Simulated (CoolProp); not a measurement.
A simple Rankine cycle with hydrogen sulfide: condensing at 301.15 K, boiler at 5.67 MPa, turbine inlet 362 K, turbine efficiency 0.7, pump efficiency 0.6, no recuperator. Each further row changes one setting.

Values from CoolProp's reference Helmholtz-energy equation of state, Lemmon 2006. It is a short technical equation, of lower accuracy than the large ones.

| case | thermal efficiency (%) | net work (kJ/kg) | heat in (kJ/kg) | turbine exit temperature (K) | volume ratio over the turbine |
|---|---|---|---|---|---|
| as stated | 7.3 | 30.7 | 419 | 301.2 | 2.40 |
| turbine inlet 382 K | 7.8 | 35.5 | 456 | 308.7 | 2.28 |
| condensing temperature 293.15 K | 8.6 | 37.5 | 437 | 293.2 | 2.90 |
| boiler pressure 3.97 MPa | 5.3 | 24.4 | 457 | 317.8 | 1.68 |
| turbine efficiency 0.6 | 6.0 | 25.2 | 419 | 301.2 | 2.44 |

The expansion ends wet for: as stated; condensing temperature 293.15 K; turbine efficiency 0.6.
